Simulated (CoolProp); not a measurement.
Vapour-liquid equilibrium of benzene (1) + m-xylene (2) at 0.666 MPa; x and y are mole fractions of (1).

Values from CoolProp's multi-fluid Helmholtz-energy mixture model, Thol 2012 and Zhou 2012; pair parameters Bell 2016.

```
x      bubble temperature, mixture model (°C)  bubble temperature, Raoult's law (°C)  y, mixture model  y, Raoult's law
-----  --------------------------------------  -------------------------------------  ----------------  ---------------
0.05                                    220.9                                  220.2             0.122            0.147
0.125                                     ___                                  211.9             0.279            0.325
0.2                                     206.2                                  204.5             0.410            0.464
0.275                                   199.8                                  197.8             0.520            0.573
0.35                                      ___                                  191.8               ___            0.661
0.425                                   188.3                                  186.4             0.688            0.732
0.5                                       ___                                  181.4             0.753            0.790
0.575                                   178.4                                  176.8             0.808            0.838
0.65                                    174.0                                  172.6             0.855            0.879
0.725                                   169.8                                  168.8             0.895            0.913
0.8                                     165.9                                  165.2             0.929            0.942
0.875                                   162.3                                  161.8             0.959            0.966
0.95                                    158.9                                  158.7             0.985            0.987
```

Task: Some entries are withheld; supply them.

Result: 
- 0.125, bubble temperature, mixture model (°C): 213.3
- 0.35, bubble temperature, mixture model (°C): 193.8
- 0.35, y, mixture model: 0.611
- 0.5, bubble temperature, mixture model (°C): 183.2

The largest gap from Raoult's law is +2.0 K in bubble temperature, at x = 0.35. No azeotrope shows between x = 0.05 and 0.95.

The pair parameters rest on a limited set of measurements; away from them the model extrapolates.
